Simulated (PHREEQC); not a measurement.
Dissolve 0.0076 mol H2S, 0.00023 mol HCl and 0.00018 mol ZnCl2 per kg of water at 25 °C. Closed to the air; pH follows from the charge balance.

Computed with PHREEQC (ion-association model, wateq4f.dat).

No solid was allowed to form.

**Question.** Predict the pH, ionic strength.

**Answer.** pH 3.24; ionic strength 0.000592 mol/kgw.

**Question.** In which forms is S present?

**Answer.** H2S 95 %, Zn(HS)2 4.7 % of the S.

Saturation is exceeded, for instance for Sphalerite (slow to form); the values hold only as long as no solid forms. The polysulfide entries of wateq4f.dat were taken out for this run.
